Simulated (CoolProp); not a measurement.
A single-stage vapour-compression cycle with carbonyl sulfide: evaporating at 277.15 K (dew point), condensing at 310.15 K (bubble point), superheat 10 K, subcooling 2 K, compressor efficiency 0.85, no pressure losses. Each further row changes one setting.

Model: reference Helmholtz-energy equation of state, Lemmon 2006, in CoolProp. It is a short technical equation, of lower accuracy than the large ones.

```tsv
case	cooling COP	pressure ratio	discharge temperature (K)	refrigerating effect (kJ/kg)	volumetric capacity (kJ/m³)
as stated	6.06	2.33	351.0	233	4750
evaporating temperature 282.15 K	7.39	2.03	345.6	235	5480
condensing temperature 305.15 K	7.31	2.08	341.7	240	4890
subcooling 7 K	6.24	2.33	351.0	240	4890
superheat 20 K	5.98	2.33	362.3	241	4690
compressor efficiency 0.75	5.35	2.33	356.9	233	4750
```
